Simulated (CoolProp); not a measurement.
Vapour-liquid equilibrium of n-butane (1) + R113 (2) at 265 kPa; x and y are mole fractions of (1).

The numbers come from the multi-fluid Helmholtz-energy mixture model, Bücker 2006 and Marx 1992; pair parameters Bell 2016 in CoolProp.

| x | bubble temperature (K) | y at the bubble point | dew temperature at overall composition x (K) | liquid density (mol/L) |
|---|---|---|---|---|
| 0.05 | 347.3 | 0.177 | 351.6 | 7.734 |
| 0.125 | 339.7 | 0.377 | 349.1 | 7.920 |
| 0.2 | 333.4 | 0.519 | ? | 8.094 |
| 0.275 | ? | 0.623 | 343.7 | 8.259 |
| 0.35 | 323.6 | 0.701 | 340.8 | 8.417 |
| 0.425 | 319.7 | ? | 337.7 | 8.571 |
| 0.5 | 316.4 | 0.809 | 334.3 | 8.724 |
| 0.575 | 313.5 | 0.849 | 330.6 | 8.876 |
| 0.65 | 310.9 | 0.882 | ? | 9.029 |
| 0.725 | 308.5 | 0.911 | 322.1 | 9.185 |
| 0.8 | 306.3 | ? | ? | 9.345 |
| 0.875 | 304.2 | 0.962 | 311.4 | 9.510 |
| 0.95 | 302.2 | ? | 305.2 | 9.681 |

Task: What belongs in the gaps?

Result: 
- 0.2, dew temperature at overall composition x (K): 346.5
- 0.275, bubble temperature (K): 328.1
- 0.425, y at the bubble point: 0.761
- 0.65, dew temperature at overall composition x (K): 326.5
- 0.8, y at the bubble point: 0.938
- 0.8, dew temperature at overall composition x (K): 317.1
- 0.95, y at the bubble point: 0.985

No azeotrope shows between x = 0.05 and 0.95.

The pair parameters rest on a limited set of measurements; away from them the model extrapolates.
